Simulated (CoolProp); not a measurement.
R407C along the isotherm 226.85 °C: Z from the reference equation and from simpler models built on Tc = 86.2 °C, pc = 4632 kPa, ω = 0.363; each cubic takes its own stable root.

Values from CoolProp's reference Helmholtz-energy equation of state, Lemmon 2003. It is a pseudo-pure fit of the blend.

```csv
p (kPa),phase,reference,van der Waals,Redlich-Kwong,Soave-Redlich-Kwong,Peng-Robinson
1160,gas,0.9739,0.9674,0.9687,0.9792,0.9730
2320,gas,0.9481,0.9337,0.9376,0.9594,0.9475
3470,gas,0.9229,0.8994,0.9072,?,0.9238
4630,gas,0.8983,0.8639,0.8772,0.9234,0.9017
5790,supercritical,0.8746,0.8279,0.8484,0.9076,0.8818
6950,supercritical,0.8523,0.7923,0.8213,0.8936,0.8641
8110,supercritical,0.8317,0.7587,0.7967,0.8817,?
9260,supercritical,?,0.7294,0.7754,0.8720,0.8366
10400,supercritical,0.7978,?,0.7580,0.8648,0.8269
11600,supercritical,0.7842,0.6933,0.7443,0.8596,0.8194
```

Task: Complete the blanks.

Result: 
- 3470, Soave-Redlich-Kwong: 0.9408
- 8110, Peng-Robinson: 0.8490
- 9260, reference: 0.8134
- 10400, van der Waals: 0.7072
